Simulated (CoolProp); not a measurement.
Properties of the fluoroketone C6F12O (FK-5-1-12) along the isotherm 396.2 K.

The numbers come from the reference Helmholtz-energy equation of state, McLinden 2015 in CoolProp.

```
p (bar)   phase  density (kg/m³)  cp (kJ/(kg K))  cv (kJ/(kg K))  Joule-Thomson coefficient (K/MPa)  isothermal compressibility (1/MPa)  fugacity coefficient
-------  ------  ---------------  --------------  --------------  ---------------------------------  ----------------------------------  --------------------
1.04        gas            10.28          0.9610          0.9302                              11.69                                 ___                0.9712
2.08        gas            21.24          0.9706          0.9342                              12.35                               5.134                0.9425
3.12        gas            33.02          0.9820          0.9384                              13.14                               3.565                0.9140
4.15        gas              ___          0.9960          0.9431                              14.08                               2.811                0.8858
5.19        gas            59.72             ___          0.9483                                ___                               2.384                0.8573
6.23        gas            75.46           1.038          0.9541                              16.82                               2.140                0.8286
7.27        gas            93.62             ___          0.9609                              18.98                               2.027                   ___
8.31     liquid             1232           1.266          0.9770                             0.5410                             0.02413                   ___
9.35     liquid             1235           1.262          0.9766                             0.5169                                 ___                0.6516
```

Some entries are withheld; supply them.


- 1.04, isothermal compressibility (1/MPa): 9.915
- 4.15, density (kg/m³): 45.67
- 5.19, cp (kJ/(kg K)): 1.014
- 5.19, Joule-Thomson coefficient (K/MPa): 15.26
- 7.27, cp (kJ/(kg K)): 1.073
- 7.27, fugacity coefficient: 0.7997
- 8.31, fugacity coefficient: 0.7272
- 9.35, isothermal compressibility (1/MPa): 0.02338
